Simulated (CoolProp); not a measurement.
Vapour pressure (bar) of n-dodecane: the reference equation beside estimates from Tc = 658.1 K, pc = 18.18 bar, ω = 0.574. Clausius-Clapeyron is anchored at 436 K with a constant enthalpy of vaporisation of 48.92 kJ/mol.

Computed with CoolProp (reference Helmholtz-energy equation of state, Lemmon 2004). It is a short technical equation, of lower accuracy than the large ones.

| T (K) | reference | Lee-Kesler | Clausius-Clapeyron | Redlich-Kwong | Peng-Robinson |
|---|---|---|---|---|---|
| 436 | 0.2330 | 0.2316 | 0.2330 | 0.9811 | 0.2391 |
| 450 | 0.3574 | 0.3566 | 0.3546 | 1.300 | 0.3650 |
| 464 | 0.5307 | 0.5313 | 0.5261 | 1.688 | 0.5401 |
| 477.9 | 0.7636 | 0.7666 | 0.7608 | 2.150 | 0.7755 |
| 491.9 | 1.074 | 1.080 | 1.080 | 2.700 | 1.089 |
| 505.9 | 1.476 | 1.487 | 1.504 | 3.343 | 1.495 |
| 519.8 | 1.983 | 1.999 | 2.053 | 4.079 | 2.009 |
| 533.8 | 2.622 | 2.643 | 2.762 | 4.927 | 2.656 |
| 547.7 | 3.404 | 3.430 | 3.654 | 5.882 | 3.449 |
| 561.7 | 4.362 | 4.393 | 4.776 | 6.963 | 4.423 |
| 575.7 | 5.517 | 5.551 | 6.161 | 8.172 | 5.597 |
| 589.6 | 6.885 | 6.921 | 7.840 | 9.503 | 6.987 |

Absolute difference from the reference over all 12 rows, mean and median: Lee-Kesler 0.6 and 0.6 %, Clausius-Clapeyron 4.6 and 2.7 %, Redlich-Kwong 139.5 and 116.1 %, Peng-Robinson 1.6 and 1.4 %.
